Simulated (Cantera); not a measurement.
An adiabatic, constant-volume homogeneous reactor starts with 9.25 % CH4, 19.1 % O2, 71.7 % N2, equivalence ratio 0.97, at 1750 K and 7500 Torr.

Computed with Cantera and GRI-Mech 3.0 (53 species, 325 reactions). Above 3000 K some thermodynamic fits are extrapolated.

**Question.** Predict: time of steepest temperature rise; temperature at 3.00 s; equilibrium temperature; x(O2) at 3.00 s; x(N2O) at 3.00 s; x(HCN) at 3.00 s.

**Answer.** 
| Quantity | Value |
|---|---|
| time of steepest temperature rise | 21.4 µs |
| temperature at 3.00 s | 3178 K |
| equilibrium temperature | 3178 K |
| x(O2) at 3.00 s | 0.0204 (gas-phase equilibrium 0.0204) |
| x(N2O) at 3.00 s | 3.91e-6 (gas-phase equilibrium 3.91e-6) |
| x(HCN) at 3.00 s | 2.42e-8 (gas-phase equilibrium 2.42e-8) |
